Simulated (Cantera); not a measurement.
A perfectly stirred reactor is fed with H2 : O2 : N2 = 0.41 : 1 : 3.3 (molar parts), equivalence ratio 0.20, at 20.0 Torr; it is held at 1325 K, and followed from long to short residence time.

Computed with Cantera and the H2/O2 subset of GRI-Mech 3.0, which has no nitrogen chemistry. Radical loss at walls, strong at low pressure, is not modelled. The temperature is held fixed by assumption; the heat of reaction is taken as removed at once.

Problem. What does this change do: temperature 1325 to 1150 K?

Solution. 
```json
[
 {"quantity": "x(H2) at τ = 0.910 s", "before": "0.000546", "after": "0.000484"},
 {"quantity": "x(O2) at τ = 0.910 s", "before": "0.175", "after": "0.176"},
 {"quantity": "x(H2O) at τ = 0.910 s", "before": "0.0892", "after": "0.0898"},
 {"quantity": "x(H) at τ = 0.910 s", "before": "0.000605", "after": "0.000413"},
 {"quantity": "x(O) at τ = 0.910 s", "before": "0.00194", "after": "0.00110"},
 {"quantity": "x(H2) at τ = 47.0 ms", "before": "0.00304", "after": "0.00286"},
 {"quantity": "x(O2) at τ = 47.0 ms", "before": "0.171", "after": "0.174"},
 {"quantity": "x(H2O) at τ = 47.0 ms", "before": "0.0805", "after": "0.0830"},
 {"quantity": "x(H) at τ = 47.0 ms", "before": "0.00855", "after": "0.00648"},
 {"quantity": "x(O) at τ = 47.0 ms", "before": "0.0113", "after": "0.00665"}
]
```
